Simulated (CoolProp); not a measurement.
Methanol along the isotherm 532.2 K: fugacity coefficient from the reference equation and from simpler models built on Tc = 513.4 K, pc = 8.216 MPa, ω = 0.565; each cubic takes its own stable root.

Values from CoolProp's reference Helmholtz-energy equation of state, de Reuck 1993.

```tsv
p (MPa)	phase	reference	van der Waals	Redlich-Kwong	Soave-Redlich-Kwong	Peng-Robinson
0.26	gas	0.9916	0.9914	0.9903	0.9907	0.9895
0.462	gas	0.9850	0.9847	0.9828	0.9834	0.9814
0.822	gas	0.9731	0.9729	0.9695	0.9706	0.9670
1.46	gas	0.9519	0.9519	0.9460	0.9481	0.9419
2.6	gas	0.9132	0.9145	0.9046	0.9083	0.8979
4.62	gas	0.8432	0.8484	0.8326	0.8392	0.8225
8.22	supercritical	0.7158	0.7266	0.7053	0.7183	0.6943
14.6	supercritical	0.4931	0.5166	0.4959	0.5204	0.4948
26	supercritical	0.3278	0.3867	0.3539	0.3751	0.3485
46.2	supercritical	0.2389	0.3413	0.2855	0.3049	0.2732
82.2	supercritical	0.2034	0.3976	0.2829	0.3040	0.2574
```
